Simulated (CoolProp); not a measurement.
The numbers come from the reference Helmholtz-energy equation of state, Lemmon 2016 in CoolProp.

Task: Give the vapour pressure (bar), liquid density (kg/m³), enthalpy of vaporisation (kJ/kg), liquid cp (kJ/(kg K)) of saturated R227EA at 44.35 °C.

Result: 
| T (°C) | p (bar) | liquid density (kg/m³) | enthalpy of vaporisation (kJ/kg) | liquid cp (kJ/(kg K)) |
|---|---|---|---|---|
| 44.35 | 7.90 | 1300 | 99.6 | 1.26 |
